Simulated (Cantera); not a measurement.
A closed system holds: 1 mol C3H8, 0.44 mol H2, 5.8 mol N2, held at 10.0 Torr.

Method: chemical equilibrium by Gibbs-energy minimisation in Cantera with the NASA 1993 tables (ideal gas, pure condensed phases). Candidate condensed phases: C, C6H6, C7H8, C8H18; 92 gas species. The numbers say what is thermodynamically allowed, not how fast it happens.

Over these rows the condensed part is C(graphite). Partial pressures as log10 of bar:

```tsv
T (K)	1000/T (1/K)	log p C2H2 (acetylene)	log p N2	log p H2	log p H	log p HCN
1798	0.5562	-6.00	-2.12	-2.24	-4.57	-4.40
1948	0.5133	-5.51	-2.13	-2.25	-4.07	-4.11
2098	0.4766	-5.10	-2.13	-2.26	-3.64	-3.87
2248	0.4448	?	-2.14	-2.28	-3.27	-3.66
2398	0.4170	-4.48	-2.15	-2.32	-2.96	-3.50
2548	0.3925	-4.27	-2.17	-2.39	-2.70	-3.38
```

Fit log p(C2H2 (acetylene)) = a + b·(1000/T) to the five rows, give the apparent enthalpy, and predict the row at 2248 K.

Means: 1000/T = 0.4711, log p = -5.072. Sxy = -0.192675, Sxx = 0.0181579, so b = -10.61 and a = -5.072 − (-10.61)×0.4711 = -0.07.
Apparent enthalpy: −19.145 × (-10.61) = 203 kJ/mol. With the condensed phases at unit activity, 2 C(graphite) + H2(g) = C2H2 (acetylene)(g) links this pressure to the main gases: over the six rows their terms move log p by -0.15 in all, so the slope isn't that reaction's ΔH° alone. The five rows lie within 0.04 of the line.
Prediction at 2248 K: -0.07 + (-10.61)×0.4448 = -4.79. The computed value is -4.76, 0.03 from the line.
